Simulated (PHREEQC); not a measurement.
A PHREEQC input (ion-association model, phreeqc.dat):

```
SOLUTION 1
  temp 20
  units g/L
  pH 5.77
  pe 8.8
  Na 0.0218
  K 0.000524
  Ca 0.00103
  Mg 0.00708
  Cl 0.0393
  S(6) 0.0182 as SO4
  Alkalinity 0.00795 as HCO3
  Si 0.000856 as SiO2
END
USE solution 1
EQUILIBRIUM_PHASES 1
  CO2(g) -2.5 10
END
```

The run finishes without an error or a warning.

Its last state differs from that of the intended input:

```json
[
 {"quantity": "pH", "as run": "6.38", "intended": "5.15"},
 {"quantity": "ionic strength (mol/kgw)", "as run": "0.00208", "intended": "9.24e-6"},
 {"quantity": "HCO3- (mol/kgw)", "as run": "0.000130", "intended": "7.26e-6"},
 {"quantity": "HSO4- (mol/kgw)", "as run": "5.66e-9", "intended": "1.16e-10"},
 {"quantity": "CO3-2 (mol/kgw)", "as run": "1.53e-8", "intended": "4.35e-11"},
 {"quantity": "MgHCO3+ (mol/kgw)", "as run": "3.49e-7", "intended": "2.39e-11"},
 {"quantity": "SI of Quartz (SiO2)", "as run": "-0.79", "intended": "-3.79"}
]
```

Problem. One thing in the input isn't as intended. What explains the difference?

Solution. One answer among several that fit: The fault: the units line changed with the numbers kept. The line should read `units mg/L` where the input has `units g/L`.
